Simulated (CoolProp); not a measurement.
Vapour-liquid equilibrium of isobutene (1) + acetone (2) at 392 kPa; x and y are mole fractions of (1).

Model: multi-fluid Helmholtz-energy mixture model, Lemmon 2005 and Lemmon 2006; pair parameters Bell 2016, in CoolProp.

| x | bubble temperature, mixture model (°C) | bubble temperature, Raoult's law (°C) | y, mixture model | y, Raoult's law |
|---|---|---|---|---|
| 0.05 | 89.0 | 94.8 | 0.300 | 0.211 |
| 0.125 | 73.7 | 85.5 | 0.569 | 0.438 |
| 0.2 | 63.0 | 77.5 | 0.707 | 0.592 |
| 0.275 | 55.7 | 70.6 | 0.782 | 0.700 |
| 0.35 | 50.7 | 64.6 | 0.827 | 0.777 |
| 0.425 | 47.2 | 59.4 | 0.856 | 0.834 |
| 0.5 | 44.7 | 54.7 | 0.876 | 0.877 |
| 0.575 | 42.6 | 50.6 | 0.892 | 0.909 |
| 0.65 | 40.9 | 46.9 | 0.907 | 0.935 |
| 0.725 | 39.4 | 43.5 | 0.921 | 0.955 |
| 0.8 | 37.8 | 40.5 | 0.937 | 0.971 |
| 0.875 | 36.3 | 37.7 | 0.956 | 0.983 |
| 0.95 | 34.6 | 35.1 | 0.980 | 0.994 |

The largest gap from Raoult's law is -14.9 K in bubble temperature, at x = 0.275. No azeotrope shows between x = 0.05 and 0.95.

Pair parameters are fitted to limited data, so mixtures are less certain than the pure fluids.
